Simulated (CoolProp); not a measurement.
n-perfluorohexane at 298.15 K and 0.00894 MPa is throttled through a valve to 0.00214 MPa with no heat exchange. Each further row changes one setting.

The numbers come from the reference Helmholtz-energy equation of state, Gao 2022 in CoolProp.

```csv
case,final density (kg/m³)
as stated,…
outlet pressure 0.000642 MPa,…
outlet pressure 0.00278 MPa,…
```

Task: Some entries are withheld; supply them.

Result: 
- as stated, final density (kg/m³): 0.293
- outlet pressure 0.000642 MPa, final density (kg/m³): 0.0877
- outlet pressure 0.00278 MPa, final density (kg/m³): 0.380
